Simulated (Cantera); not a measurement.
An isothermal, constant-pressure homogeneous reactor starts with C₂H₆ : H₂ = 1 : 8.4 (molar parts), at 1300 K and 2670 Pa. Integrator tolerance rtol = 1e-08.

Model: GRI-Mech 3.0 (53 species, 325 reactions), integrated in Cantera. GRI-Mech 3.0 stops at C3 and has no aromatics, soot or wall deposition, so with more carbon than oxygen in the feed, carbon stays in small species such as C2H2 where larger ones or solid carbon would form. Radical loss at walls, strong at low pressure, is not modelled.

What does this change do: pressure from 2670 Pa to 490 Pa?


```tsv
quantity	before	after
x(C₂H₆) at 20.0 s	4.85e-6 (gas-phase equilibrium 4.79e-6)	2.21e-6 (gas-phase equilibrium 2.29e-7)
x(H₂) at 20.0 s	0.876 (gas-phase equilibrium 0.879)	0.864 (gas-phase equilibrium 0.905)
x(CH₂) at 20.0 s	3.53e-11 (gas-phase equilibrium 3.53e-11)	7.33e-11 (gas-phase equilibrium 4.14e-11)
x(C₂H₄) at 20.0 s	0.00393 (gas-phase equilibrium 0.00406)	0.00758 (gas-phase equilibrium 0.00103)
x(C₂H₂) at 20.0 s	0.0588 (gas-phase equilibrium 0.0611)	0.0475 (gas-phase equilibrium 0.0817)
```

What does this change do: temperature 1300 to 1250 K?


| quantity | before | after |
|---|---|---|
| x(C₂H₆) at 20.0 s | 4.85e-6 (gas-phase equilibrium 4.79e-6) | 1.55e-5 (gas-phase equilibrium 1.10e-5) |
| x(H₂) at 20.0 s | 0.876 (gas-phase equilibrium 0.879) | 0.881 (gas-phase equilibrium 0.856) |
| x(CH₂) at 20.0 s | 3.53e-11 (gas-phase equilibrium 3.53e-11) | 1.55e-11 (gas-phase equilibrium 1.06e-11) |
| x(C₂H₄) at 20.0 s | 0.00393 (gas-phase equilibrium 0.00406) | 0.00864 (gas-phase equilibrium 0.00562) |
| x(C₂H₂) at 20.0 s | 0.0588 (gas-phase equilibrium 0.0611) | 0.0581 (gas-phase equilibrium 0.0434) |
